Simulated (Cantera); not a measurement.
# Cu2O + CO + N2 (carbothermic reduction)

Charge: 1 mol Cu2O, a varied amount of CO, 0.64 mol N2, held at 1802 °C and 5200 Pa.

Cantera equilibrium calculation (NASA polynomials, part measured and part estimated; ideal gas, pure solids and liquids). Candidate condensed phases: C, Cu, CuO, Cu2O; 27 gas species. The numbers say what is thermodynamically allowed, not how fast it happens.

```
n(CO) (mol)  log p CO  log p CO2  log p N2  log p Cu  log p O2  log p NO  log p O  n Cu(l)
-----------  --------  ---------  --------  --------  --------  --------  -------  -------
0.8             -3.03      -1.67     -1.75     -2.07     -2.51     -3.77    -4.19     1.69
0.96            -2.79      -1.63     -1.77     -2.07     -2.90     -3.98    -4.39     1.68
1.2             -2.30      -1.63     -1.82     -2.07     -3.90     -4.50    -4.88     1.64
1.4             -2.06      -1.67     -1.87     -2.07     -4.45     -4.80    -5.16     1.60
1.7             -1.88      -1.73     -1.92     -2.07     -4.93     -5.06    -5.40     1.54
2               -1.78      -1.78     -1.98     -2.07     -5.24     -5.24    -5.55     1.48
2.4             -1.70      -1.84     -2.04     -2.07     -5.53     -5.42    -5.70     1.41
2.9             -1.63      -1.91     -2.10     -2.07     -5.79     -5.59    -5.83     1.31
3.5             -1.58      -1.98     -2.17     -2.07     -6.03     -5.74    -5.95     1.19
4.2             -1.54      -2.05     -2.24     -2.07     -6.24     -5.88    -6.06     1.05
5               -1.51      -2.11     -2.31     -2.07     -6.44     -6.01    -6.15    0.897
```
log p: log10 of the partial pressure in bar; n: condensed amount in mol.

From 0.8 mol CO to 5 mol CO the condensed part is Cu(l). The main Cu-bearing gas is Cu throughout. The share of Cu in condensed phases is highest at 0.8 mol CO (84.7 %) and lowest at 5 mol CO (44.9 %).
